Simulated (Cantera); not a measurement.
Standard-state values (1 bar) from the NASA 1993 polynomials, evaluated with Cantera. Values are per mole of reaction as written; species without (g) are pure solids or liquids, kept so even where they would boil at 1 bar.

MgF2 + 2 H(g) ⇌ Mg + 2 HF(g)

```tsv
T (K)	ΔH° (kJ)	ΔS° (J/K)	ΔG° (kJ)	log10 K	condensed phases
300	143.1	93.3	115.1	-20.05	MgF2(s), Mg(s)
373	(withheld)	(withheld)	(withheld)	(withheld)	MgF2(s), Mg(s)
523	137.4	79.4	95.9	-9.58	MgF2(s), Mg(s)
673	(withheld)	(withheld)	(withheld)	(withheld)	MgF2(s), Mg(s)
823	128.3	65.6	74.3	-4.72	MgF2(s), Mg(s)
973	132.4	69.8	64.4	-3.46	MgF2(s), Mg(l)
1123	128.3	65.9	54.3	-2.52	MgF2(s), Mg(l)
1273	124.2	62.5	44.6	-1.83	MgF2(s), Mg(l)
1423	120.2	59.5	35.5	-1.30	MgF2(s), Mg(l)
1573	57.2	18.4	28.2	-0.94	MgF2(l), Mg(l)
1723	51.7	15.1	25.7	-0.78	MgF2(l), Mg(l)
```

Problem. What belongs in the gaps?

Solution. 
- 373, ΔH° (kJ): 141.5
- 373, ΔS° (J/K): 88.4
- 373, ΔG° (kJ): 108.5
- 373, log10 K: -15.20
- 673, ΔH° (kJ): 132.9
- 673, ΔS° (J/K): 71.8
- 673, ΔG° (kJ): 84.6
- 673, log10 K: -6.57
